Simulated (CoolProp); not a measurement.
Sulfur dioxide along the isobar 18.5 MPa: density (kg/m³) from the reference equation and from simpler models built on Tc = 430.6 K, pc = 7.887 MPa, ω = 0.256; each cubic takes its own stable root.

Values from CoolProp's reference Helmholtz-energy equation of state, Gao 2016.

```tsv
T (K)	phase	reference
216.5	liquid	1599
223.7	liquid	1582
231	liquid	1565
238.2	liquid	1548
245.5	liquid	1530
252.8	liquid	1513
260	liquid	1496
267.3	liquid	1478
274.6	liquid	1460
281.8	liquid	1443
289.1	liquid	1425
296.3	liquid	1407
303.6	liquid	1389
310.9	liquid	1370
```

How far does each simpler model (van der Waals, Redlich-Kwong, Soave-Redlich-Kwong) lie from the reference over these 14 states: mean and median of the absolute difference, and the worst?


- van der Waals: mean 39.2 %, median 39.2 %, worst -40.5 % at 216.5 K and 18.5 MPa
- Redlich-Kwong: mean 12.5 %, median 12.5 %, worst -13.0 % at 216.5 K and 18.5 MPa
- Soave-Redlich-Kwong: mean 10.4 %, median 10.2 %, worst -11.5 % at 216.5 K and 18.5 MPa
